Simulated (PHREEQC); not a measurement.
Consider water at 85 °C with 0.0023 mol AgNO3, 0.00038 mol NaNO3 and 0.002 mol Zn(NO3)2 per kg of water. Closed to the air; pH follows from the charge balance.

Model: ion-association model, wateq4f.dat, run in PHREEQC.

Each row changes one thing in this solution. This is a speciation only: nothing precipitates in the calculation.

```csv
case,pH,ionic strength (mol/kgw),ZnOH+ (mol/kgw),Zn(OH)2 (mol/kgw),SI of Zincite(c) (ZnO)
as made,5.09,0.00867,8.82e-6,2.55e-10,-1.15
NaNO3 from 0.00038 to 0.00076 mol/kgw,5.10,0.00904,8.80e-6,2.54e-10,-1.15
NaNO3 replaced by NaAlO2 at the same molality,5.97,0.00856,6.42e-5,1.39e-8,+0.59
diluted 10-fold with water,5.53,0.000865,2.92e-6,2.50e-10,-1.16
0.00053 mol/kgw Na2SO4 added,5.13,0.00979,9.03e-6,2.84e-10,-1.10
AgNO3 from 0.0023 to 0.00207 mol/kgw,5.09,0.00844,8.83e-6,2.55e-10,-1.15
AgNO3 replaced by Ca(NO3)2 at the same molality,5.11,0.0133,8.64e-6,2.53e-10,-1.15
AgNO3 from 0.0023 to 0.00253 mol/kgw,5.09,0.00889,8.81e-6,2.54e-10,-1.15
```

Species that the database lacks are ignored. Some of these states are supersaturated (in Al(OH)3(a), Boehmite (slow to form), for instance). At this temperature some constants are extrapolated from 25 °C, and those without enthalpy data are left unchanged.
